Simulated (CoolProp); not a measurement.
Dimethyl ether along the isotherm 436.2 K: density (kg/m³) from the reference equation and from simpler models built on Tc = 400.4 K, pc = 53.37 bar, ω = 0.196; each cubic takes its own stable root.

Model: reference Helmholtz-energy equation of state, Wu 2011, in CoolProp.

```tsv
p (bar)	phase	reference	van der Waals	Redlich-Kwong	Peng-Robinson
0.422	gas	0.5372	0.5371	0.5372	0.5373
0.75	gas	0.9564	0.9559	0.9563	0.9566
1.33	gas	1.701	1.700	1.701	1.702
2.37	gas	3.048	3.043	3.047	3.050
4.22	gas	5.480	5.466	5.477	5.488
7.5	gas	9.913	9.870	9.904	9.940
13.3	gas	18.16	18.03	18.14	18.26
23.7	gas	34.52	34.12	34.46	34.84
42.2	gas	70.77	69.80	70.71	71.86
75	supercritical	192.1	213.3	194.7	189.4
133	supercritical	416.4	325.3	371.2	389.8
```
